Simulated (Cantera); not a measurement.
Input: 1 mol Cr, 1.4 mol NH3, a varied amount of N2, held at 0.133 bar.

Method: chemical equilibrium by Gibbs-energy minimisation in Cantera with the NASA 1993 tables (ideal gas, pure condensed phases). Candidate condensed phases: Cr, CrN, Cr2N; 11 gas species. The numbers say what is thermodynamically allowed, not how fast it happens.

Stable condensed phases, one row left out:

```
T in K \ n(N2) in mol
         8.5  11  14  17  22  28  36  45  57
   2625    A   A   A   A   A   A   A   A   A
   2475    A   A   A   A   A   A   A   A   A
   2325    A   A   A   A   A   A   A   A   A
   2175    B   B   B   A   A   A   A   A   A
   2025    B   B   B   B   B   B   B   B   B
   1875    B   B   B   B   B   B   B   B   B
   1725    B   B   B   B   B   B   B   B   B
   1575    B   B   B   B   C   C   C   C   C
   1275    C   C   C   C   C   C   C   C   C
   1125    D   D   D   D   D   D   D   D   D
    975    D   D   D   D   D   D   D   D   D
    825    D   D   D   D   D   D   D   D   D
```

A: gas only; B: Cr; C: Cr2N; D: CrN.

Problem. Give the row for 1425 K.

Solution. 8.5: Cr2N; 11: Cr2N; 14: Cr2N; 17: Cr2N; 22: Cr2N; 28: Cr2N; 36: Cr2N; 45: Cr2N; 57: Cr2N.
